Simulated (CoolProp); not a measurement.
50 sccm (0 °C, 1 atm) of nitrogen bubbles through liquid n-hexane at 287.2 K and leaves saturated at a total pressure of 0.024 MPa (ideal gas phase). Each further row changes one setting.

Model: reference Helmholtz-energy equation of state, Thol 2019, in CoolProp.

| case | vapour pressure (kPa) | mole fraction of vapour | delivery (mg/min) | delivery (sccm) | change of delivery for a bath 1 K warmer (%) |
|---|---|---|---|---|---|
| as stated | 12.3 | 0.511 | 201 | 52.3 | 10 |
| bath temperature 292.2 K | 15.5 | 0.645 | 349 | 90.8 | 14 |
| total pressure 0.048 MPa | 12.3 | 0.256 | 66.0 | 17.2 | 6.6 |
